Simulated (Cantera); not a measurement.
A freely propagating, adiabatic, planar premixed flame of H₂ : O₂ : N₂ = 1 : 0.833 : 3.67 (molar parts), unburnt at 700 K and 1.48 atm; mixture-averaged transport, grid criteria slope 0.08 and curve 0.16, no radiation.

Cantera simulation using the H2/O2 subset of GRI-Mech 3.0, which has no nitrogen chemistry; the numbers are that mechanism's predictions, not measurements. Burning velocities carry a grid error of a few per cent, more on coarse grids. Lean hydrogen flames are cellular in practice and burn faster than this planar one.

Task: Predict: laminar burning velocity; thermal thickness; peak x(O); peak x(OH); peak x(H); peak x(HO₂).

Result: 
```json
{
 "laminar_burning_velocity": "514 cm/s",
 "thermal_thickness": "0.287 mm",
 "peak x(O)": "0.00994",
 "peak x(OH)": "0.0103",
 "peak x(H)": "0.0177",
 "peak x(HO₂)": "0.000292"
}
```
